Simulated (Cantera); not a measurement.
A closed system holds: 1 mol TiCl4, 0.29 mol O2, equilibrated at 2073.15 K and 75.0 Torr.

These are equilibrium values from Cantera (NASA tables, ideal gas, pure condensed phases), not measurements of a reactor. Candidate condensed phases: Ti, TiCl2, TiCl3, TiCl4, TiO, TiO2, Ti2O3, Ti3O5, Ti4O7; 15 gas species. The tables' values for TiCl2 are old estimates; treat these amounts as uncertain. The numbers say what is thermodynamically allowed, not how fast it happens.

Base state: Cl 0.584, TiCl4 0.310, TiCl3 0.0517, Cl2 0.0365, TiOCl2 0.0173, O2 0.000119, TiCl2 9.36e-5, O 3.97e-5 (mole fractions); condensed: TiO2(rutile).

### Question
What changes in the equilibrium state with this change: temperature from 2073.15 K to 923.15 K?

### Answer
| species | before | after |
|---|---|---|
| TiCl4 | 0.310 | 0.550 |
| Cl2 | 0.0365 | 0.449 |
| Cl | 0.584 | 0.000237 |
| TiOCl2 | 0.0173 | <1e-9 |
| TiCl3 | 0.0517 | 3.12e-9 |
| TiCl2 | 9.36e-5 | <1e-9 |
| O | 3.97e-5 | <1e-9 |
| ClO | 2.88e-5 | 1.08e-9 |
| O2 | 0.000119 | 3.38e-8 |
| TiO2(rutile), mol | 0.273 | 0.290 |
Condensed phases not in the tables: TiOCl.
